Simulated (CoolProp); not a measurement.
Model: reference Helmholtz-energy equation of state, Lemmon 2005, in CoolProp. It is a short technical equation, of lower accuracy than the large ones.

Task: Give the vapour pressure (MPa), liquid density (kg/m³), enthalpy of vaporisation (kJ/kg), liquid cp (kJ/(kg K)) of saturated 1-butene at 21.35, 40.45 °C.

Result: 
```tsv
T (°C)	p (MPa)	liquid density (kg/m³)	enthalpy of vaporisation (kJ/kg)	liquid cp (kJ/(kg K))
21.35	0.266	593	364	2.29
40.45	0.463	568	343	2.40
```
